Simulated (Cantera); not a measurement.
Input: 1 mol Pb, 0.73 mol H2, equilibrated at 1075 K and 1.00 Torr.

These are equilibrium values from Cantera (NASA tables, ideal gas, pure condensed phases), not measurements of a reactor. Candidate condensed phases: Pb; 4 gas species. Rates play no part.

Base state: H2 0.943, Pb 0.0570 (mole fractions); condensed: Pb(l).

Task: What changes in the equilibrium state with this change: pressure from 1.00 Torr to 0.150 Torr?

Result: 
```tsv
species	before	after
H2	0.943	0.620
Pb	0.0570	0.380
Pb(l), mol	0.956	0.553
```

Task: What changes in the equilibrium state with this change: temperature from 1075 K to 1300 K?

Result: 
```
species      before    after
----------  -------  -------
Pb           0.0570    0.578
H2            0.943    0.422
H           3.90e-7  1.97e-5
Pb2         5.07e-7  1.62e-5
Pb(l), mol    0.956        0
```
